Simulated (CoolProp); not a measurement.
Computed with CoolProp (reference Helmholtz-energy equation of state, Thol 2015).

Task: Give the vapour pressure (bar), liquid density (kg/m³), vapour density (kg/m³), enthalpy of vaporisation (kJ/kg) of saturated octamethylcyclotetrasiloxane (D4) at 513.1, 521.9 K.

Result: 
```json
[
 {"T (K)": "513.1", "p (bar)": "4.05", "liquid density (kg/m³)": "663", "vapour density (kg/m³)": "35.8", "enthalpy of vaporisation (kJ/kg)": "101"},
 {"T (K)": "521.9", "p (bar)": "4.75", "liquid density (kg/m³)": "646", "vapour density (kg/m³)": "42.8", "enthalpy of vaporisation (kJ/kg)": "96.4"}
]
```
